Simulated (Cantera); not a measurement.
Input: 1 mol Cu2O, 0.58 mol CO, held at 130000 Pa.

These are equilibrium values from Cantera (NASA tables, ideal gas, pure condensed phases), not measurements of a reactor. Candidate condensed phases: C, Cu, CuO, Cu2O; 15 gas species. Each liquid is taken as pure. Mutual solubility and eutectic melting of coexisting phases are not modelled. Rates play no part.

x: gas mole fraction; n: condensed amount in mol.

```csv
T (°C),x CO2,x Cu,x O2,x CO,x O,x CuO,x Cu2,n Cu(l),n Cu2O(l)
1327,0.999,3.06e-5,0.000300,0.00101,…,1.04e-7,2.19e-8,1.16,0.420
1427,0.997,0.000122,0.000890,0.00201,…,6.23e-7,1.48e-7,1.16,0.420
1527,0.994,0.000417,0.00231,0.00373,…,3.02e-6,7.99e-7,1.16,0.419
1627,0.987,0.00124,0.00537,0.00648,…,1.23e-5,3.58e-6,1.16,0.417
1727,0.975,0.00331,0.0114,0.0106,…,4.30e-5,1.37e-5,1.17,0.413
1827,0.953,0.00801,0.0222,0.0164,…,0.000133,4.57e-5,1.19,0.403
1927,0.917,0.0178,0.0404,0.0241,…,0.000366,0.000136,1.22,0.385
2027,0.858,0.0370,0.0694,0.0332,…,0.000920,0.000365,1.27,0.350
2127,0.767,0.0719,0.113,0.0424,…,0.00213,0.000898,1.38,0.285
2227,0.631,0.132,0.176,0.0486,…,0.00457,0.00205,1.58,0.152
2327,0.478,0.232,0.212,0.0558,…,0.00826,0.00435,1.73,0
```

Task: Complete the blanks.

Result: 
- 1327, x O: 2.20e-7
- 1427, x O: 1.17e-6
- 1527, x O: 5.13e-6
- 1627, x O: 1.92e-5
- 1727, x O: 6.25e-5
- 1827, x O: 0.000182
- 1927, x O: 0.000477
- 2027, x O: 0.00115
- 2127, x O: 0.00256
- 2227, x O: 0.00534
- 2327, x O: 0.00941
